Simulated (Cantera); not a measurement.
A perfectly stirred reactor is fed with H2 : O2 = 0.32 : 1 (molar parts), equivalence ratio 0.16, at 0.00286 atm; it is held at 1348 K, and followed from long to short residence time.

Cantera simulation using the H2/O2 subset of GRI-Mech 3.0, which has no nitrogen chemistry; the numbers are that mechanism's predictions, not measurements. Radical loss at walls, strong at low pressure, is not modelled. The temperature is held fixed by assumption; the heat of reaction is taken as removed at once.

x: mole fraction; the columns are a selection and need not sum to one.

| τ (s) | x H2 | x O2 | x HO2 | x H | x H2O2 | x O | x H2O |
|---|---|---|---|---|---|---|---|
| 5.0 | 0.00213 | 0.710 | 1.26e-6 | 0.00349 | [?] | 0.0114 | 0.265 |
| 2.2 | 0.00351 | 0.702 | 1.46e-6 | 0.00755 | [?] | 0.0191 | 0.259 |
| 0.96 | 0.00558 | 0.689 | 1.59e-6 | 0.0156 | 7.52e-8 | 0.0310 | 0.248 |
| 0.42 | 0.00823 | 0.670 | 1.62e-6 | 0.0293 | 7.59e-8 | 0.0472 | 0.231 |
| 0.19 | 0.0108 | 0.650 | 1.57e-6 | 0.0463 | 7.22e-8 | 0.0642 | 0.213 |
| 0.082 | 0.0130 | 0.633 | 1.50e-6 | 0.0624 | 6.76e-8 | 0.0785 | 0.197 |
| 0.036 | 0.0150 | 0.623 | 1.45e-6 | 0.0726 | 6.52e-8 | 0.0860 | 0.186 |
| 0.016 | 0.0176 | 0.620 | 1.42e-6 | 0.0779 | 6.58e-8 | 0.0878 | 0.178 |
| 0.0070 | 0.0229 | 0.623 | 1.40e-6 | 0.0804 | 6.96e-8 | 0.0847 | 0.171 |
| 0.0031 | 0.0335 | 0.631 | 1.37e-6 | 0.0801 | [?] | 0.0766 | 0.159 |
| 0.0013 | 0.0572 | 0.648 | 1.30e-6 | 0.0746 | [?] | 0.0620 | 0.137 |

Task: What belongs in the gaps?

Result: 
- 5.0, x H2O2: 5.95e-8
- 2.2, x H2O2: 6.90e-8
- 0.0031, x H2O2: 7.64e-8
- 0.0013, x H2O2: 8.31e-8
